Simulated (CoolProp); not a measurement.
R365MFC at 428.11 K and 1.52 MPa is throttled through a valve to 1.05 MPa with no heat exchange. Each further row changes one setting.

Computed with CoolProp (reference Helmholtz-energy equation of state, Lemmon 2016).

```csv
case,temperature change (K),final density (kg/m³)
as stated,(withheld),54.1
outlet pressure 0.315 MPa,(withheld),(withheld)
outlet pressure 1.37 MPa,(withheld),(withheld)
```

Q: Fill in the missing entries.

A: 
- as stated, temperature change (K): -6.7
- outlet pressure 0.315 MPa, temperature change (K): -15.7
- outlet pressure 0.315 MPa, final density (kg/m³): 14.3
- outlet pressure 1.37 MPa, temperature change (K): -2.2
- outlet pressure 1.37 MPa, final density (kg/m³): 75.2
